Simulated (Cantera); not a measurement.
Input: 1 mol PbO, 400 mol H2, 2.9 mol N2, at 1 atm.

These are equilibrium values from Cantera (NASA tables, ideal gas, pure condensed phases), not measurements of a reactor. Candidate condensed phases: H2O, Pb, PbO, PbO2, Pb3O4; 27 gas species. Rates play no part. All values below are at 1825 °C.

Base state: H2 0.985, N2 0.00717, H 0.00303, Pb 0.00247, H2O 0.00247 (mole fractions); condensed: gas only.

**Question.** What changes in the equilibrium state with this change: PbO replaced by Al2O3?

**Answer.** 
```tsv
species	before	after
H2	0.985	0.989
N2	0.00717	0.00719
H	0.00303	0.00304
Pb	0.00247	0
H2O	0.00247	0.000250
Al	0	8.29e-5
Al2O	0	4.48e-5
AlH	0	1.89e-5
AlOH	0	1.49e-5
Al2O3(s), mol	0	0.958
```
The tables' values for AlOH are old estimates; treat these amounts as uncertain. Further candidate phases: Al, AlN, Al2O3.
